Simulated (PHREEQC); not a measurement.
A solution holds 0.013 mol AgF per kg of water, at 21 °C. Closed to the air; pH follows from the charge balance.

The numbers come from PHREEQC with the ion-association model, wateq4f.dat.

Precipitation was switched off in this run.

Problem. What pH does the model give?

Solution. pH 7.48.

Problem. In which forms is F present?

Solution. F- 98 %, AgF 2.4 % of the F.

Species that the database lacks are ignored.
